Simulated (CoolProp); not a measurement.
Values from CoolProp's reference Helmholtz-energy equation of state, Platzer 1990. This equation is an older, rougher fit; its heat capacities, sound speeds and derivatives of the liquid may be far off and weren't checked against measurements.

Give the vapour pressure (MPa), liquid density (kg/m³), enthalpy of vaporisation (kJ/kg), surface tension (mN/m) of saturated c-C4F8 (RC318) at 310.2 K.


```
T (K)  p (MPa)  liquid density (kg/m³)  enthalpy of vaporisation (kJ/kg)  surface tension (mN/m)
-----  -------  ----------------------  --------------------------------  ----------------------
310.2    0.452                    1450                              98.6                    6.84
```

Surface tension comes from a separate correlation (Mulero 2012).
